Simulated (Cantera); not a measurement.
What does this Cantera script print?

```python
import numpy as np
import cantera as ct

gas_names = """
    CL CL2 H HCL H2 N NH NH2 NH3 N2 N2H2 N2H4 Si SiCL SiCL2 SiCL3 SiCL4 SiH SiHCL3 SiH2 SiH2CL2 SiH3
    SiH3CL SiH4 SiN Si2 Si2N Si3
""".split()
cond_names = """
    NH4CL(a) NH4CL(b) Si(cr) Si(L) Si3N4(a)
""".split()


def load(file, names, dense=False):
    # The tables refer to 1 bar. Condensed volumes are neglected.
    table = {s.name: s for s in ct.Species.list_from_file(file)}
    out = []
    for n in names:
        d = dict(table[n].input_data)
        d["thermo"] = dict(d["thermo"], **{"reference-pressure": 1e5})
        if dense:
            d["equation-of-state"] = {"model": "constant-volume", "density": "1e6 g/cm^3"}
        out.append(ct.Species.from_dict(d))
    return out


gas = ct.Solution(thermo="ideal-gas", species=load("nasa_gas.yaml", gas_names))
cond = {s.name: ct.Solution(thermo="fixed-stoichiometry", species=[s], name=s.name)
        for s in load("nasa_condensed.yaml", cond_names, dense=True)}
atoms = {
    'SiH2Cl2': {'Si': 1, 'H': 2, 'CL': 2},
    'N2': {'N': 2},
    'H2': {'H': 2},
}
top_T = {'Si3N4(a)': 2400}  # K; cautious upper limits of use, not melting points


def equilibrate(T, P, feed):
    n = {}
    for name, mol in feed.items():
        for a, k in atoms[name].items():
            n[a] = n.get(a, 0.0) + k * mol
    gas.TPX = T, P, n
    mass = sum(n.values()) * gas.mean_molecular_weight
    gas.equilibrate("TP")
    valid = [c for c in cond.values() if c.min_temp <= T <= top_T.get(c.name, c.max_temp)]
    mix = ct.Mixture([(gas, mass / gas.mean_molecular_weight)] + [(c, 0.0) for c in valid])
    mix.T, mix.P = T, P
    mix.equilibrate("TP", solver="vcs", rtol=1e-11, max_steps=5000)
    return mix


results = []
feed = {'SiH2Cl2': 1, 'N2': 0.57, 'H2': 12}  # mol
for P in [5, 13, 36, 98, 260, 710, 1900, 5100, 14000, 37000, 100000]:
    for T in [750, 850, 950, 1050, 1150, 1250, 1350, 1450, 1550, 1650, 1750]:
        mix = equilibrate(T, P, feed)
        results.append((T, P, feed, dict(zip(mix.species_names, mix.species_moles))))

for T, P, feed, n in results:
    print(f"{T:7g} {P:10.4g}  " + (" + ".join(c for c in cond_names if n.get(c, 0) > 1e-12) or "gas only"))
```

Output:

```
    750          5  Si3N4(a)
    850          5  Si3N4(a)
    950          5  Si3N4(a)
   1050          5  Si3N4(a)
   1150          5  Si3N4(a)
   1250          5  Si3N4(a)
   1350          5  Si(cr) + Si3N4(a)
   1450          5  Si(cr)
   1550          5  Si(cr)
   1650          5  Si(cr)
   1750          5  Si(L)
    750         13  Si3N4(a)
    850         13  Si3N4(a)
    950         13  Si3N4(a)
   1050         13  Si3N4(a)
   1150         13  Si3N4(a)
   1250         13  Si3N4(a)
   1350         13  Si(cr) + Si3N4(a)
   1450         13  Si(cr)
   1550         13  Si(cr)
   1650         13  Si(cr)
   1750         13  Si(L)
    750         36  Si3N4(a)
    850         36  Si3N4(a)
    950         36  Si3N4(a)
   1050         36  Si3N4(a)
   1150         36  Si3N4(a)
   1250         36  Si3N4(a)
   1350         36  Si3N4(a)
   1450         36  Si(cr)
   1550         36  Si(cr)
   1650         36  Si(cr)
   1750         36  Si(L)
    750         98  Si3N4(a)
    850         98  Si3N4(a)
    950         98  Si3N4(a)
   1050         98  Si3N4(a)
   1150         98  Si3N4(a)
   1250         98  Si3N4(a)
   1350         98  Si3N4(a)
   1450         98  Si(cr) + Si3N4(a)
   1550         98  Si(cr)
   1650         98  Si(cr)
   1750         98  Si(L)
    750        260  Si3N4(a)
    850        260  Si3N4(a)
    950        260  Si3N4(a)
   1050        260  Si3N4(a)
   1150        260  Si3N4(a)
   1250        260  Si3N4(a)
   1350        260  Si3N4(a)
   1450        260  Si3N4(a)
   1550        260  Si(cr)
   1650        260  Si(cr)
   1750        260  Si(L)
    750        710  Si3N4(a)
    850        710  Si3N4(a)
    950        710  Si3N4(a)
   1050        710  Si3N4(a)
   1150        710  Si3N4(a)
   1250        710  Si3N4(a)
   1350        710  Si3N4(a)
   1450        710  Si3N4(a)
   1550        710  Si(cr) + Si3N4(a)
   1650        710  Si(cr)
   1750        710  Si(L)
    750       1900  Si3N4(a)
    850       1900  Si3N4(a)
    950       1900  Si3N4(a)
   1050       1900  Si3N4(a)
   1150       1900  Si3N4(a)
   1250       1900  Si3N4(a)
   1350       1900  Si3N4(a)
   1450       1900  Si3N4(a)
   1550       1900  Si3N4(a)
   1650       1900  Si(cr) + Si3N4(a)
   1750       1900  Si(L)
    750       5100  Si3N4(a)
    850       5100  Si3N4(a)
    950       5100  Si3N4(a)
   1050       5100  Si3N4(a)
   1150       5100  Si3N4(a)
   1250       5100  Si3N4(a)
   1350       5100  Si3N4(a)
   1450       5100  Si3N4(a)
   1550       5100  Si3N4(a)
   1650       5100  Si(cr) + Si3N4(a)
   1750       5100  Si(L)
    750    1.4e+04  Si3N4(a)
    850    1.4e+04  Si3N4(a)
    950    1.4e+04  Si3N4(a)
   1050    1.4e+04  Si3N4(a)
   1150    1.4e+04  Si3N4(a)
   1250    1.4e+04  Si3N4(a)
   1350    1.4e+04  Si3N4(a)
   1450    1.4e+04  Si3N4(a)
   1550    1.4e+04  Si3N4(a)
   1650    1.4e+04  Si3N4(a)
   1750    1.4e+04  Si(L) + Si3N4(a)
    750    3.7e+04  Si3N4(a)
    850    3.7e+04  Si3N4(a)
    950    3.7e+04  Si3N4(a)
   1050    3.7e+04  Si3N4(a)
   1150    3.7e+04  Si3N4(a)
   1250    3.7e+04  Si3N4(a)
   1350    3.7e+04  Si3N4(a)
   1450    3.7e+04  Si3N4(a)
   1550    3.7e+04  Si3N4(a)
   1650    3.7e+04  Si3N4(a)
   1750    3.7e+04  Si3N4(a)
    750      1e+05  Si3N4(a)
    850      1e+05  Si3N4(a)
    950      1e+05  Si3N4(a)
   1050      1e+05  Si3N4(a)
   1150      1e+05  Si3N4(a)
   1250      1e+05  Si3N4(a)
   1350      1e+05  Si3N4(a)
   1450      1e+05  Si3N4(a)
   1550      1e+05  Si3N4(a)
   1650      1e+05  Si3N4(a)
   1750      1e+05  Si3N4(a)
```

Method: chemical equilibrium by Gibbs-energy minimisation in Cantera with the NASA 1993 tables (ideal gas, pure condensed phases). N2 is the only nitrogen source here; it is nearly inert below about 1500 K, so the nitride shown seldom forms there in practice. Mutual solubility and eutectic melting of coexisting phases are not modelled. The tables' values for SiCl3 are old estimates.
